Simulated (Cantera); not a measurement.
Charge: 1 mol Al, 6 mol O2, 39 mol N2, at 1825 K and 0.330 Torr.

Equilibrium computed with Cantera from the NASA thermochemical tables; the gas is ideal and each condensed phase is pure. Candidate condensed phases: Al, AlN, Al2O3; 16 gas species. Kinetics and transport are ignored.

Base state: N2 0.878, O2 0.115, NO 0.00354, O 0.00249 (mole fractions); condensed: Al2O3(s).

Q: What changes in the equilibrium state with this change: 0.13 mol CH4 added?

A: 
| species | before | after |
|---|---|---|
| N2 | 0.878 | 0.876 |
| O2 | 0.115 | 0.109 |
| H2O | 0 | 0.00519 |
| CO2 | 0 | 0.00282 |
| OH | 0 | 0.00107 |
| H | 0 | 0.000150 |
| CO | 0 | 0.000108 |
| H2 | 0 | 5.07e-5 |
| Al2O3(s), mol | 0.500 | 0.500 |
Further candidate phases: C, C6H6, C7H8, C8H18, H2O.

Q: What changes in the equilibrium state with this change: O2 from 6 to 0.26 mol?

A: 
| species | before | after |
|---|---|---|
| N2 | 0.878 | 0.985 |
| Al | <1e-9 | 0.0118 |
| Al2O | <1e-9 | 0.00356 |
| O2 | 0.115 | <1e-9 |
| NO | 0.00354 | <1e-9 |
| O | 0.00249 | <1e-9 |
| Al2O3(s), mol | 0.500 | 0.126 |

Q: What changes in the equilibrium state with this change: pressure from 0.330 Torr to 0.713 Torr?

A: 
| species | before | after |
|---|---|---|
| N2 | 0.878 | 0.879 |
| O2 | 0.115 | 0.116 |
| NO | 0.00354 | 0.00355 |
| O | 0.00249 | 0.00170 |
| Al2O3(s), mol | 0.500 | 0.500 |
